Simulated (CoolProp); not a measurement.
Model: reference Helmholtz-energy equation of state, Zhou 2012, in CoolProp.

Give the vapour pressure (bar), vapour density (kg/m³), surface tension (mN/m) of saturated m-xylene at 155.45 °C.


| T (°C) | p (bar) | vapour density (kg/m³) | surface tension (mN/m) |
|---|---|---|---|
| 155.45 | 1.54 | 4.88 | 14.5 |

Surface tension comes from a separate correlation (Mulero 2014).
